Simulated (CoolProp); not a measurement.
Computed with CoolProp (reference Helmholtz-energy equation of state, Lemmon 2006). It is a short technical equation, of lower accuracy than the large ones.

Give the vapour pressure (MPa), liquid cp (kJ/(kg K)), vapour Z, vapour viscosity (µPa s) of saturated C2F6 (R116) at 260.6 K.


| T (K) | p (MPa) | liquid cp (kJ/(kg K)) | vapour Z | vapour viscosity (µPa s) |
|---|---|---|---|---|
| 260.6 | 1.30 | 1.25 | 0.721 | 12.6 |

Viscosity comes from a separate model (Huber 2003), an estimate that may be off by 10 % or more.
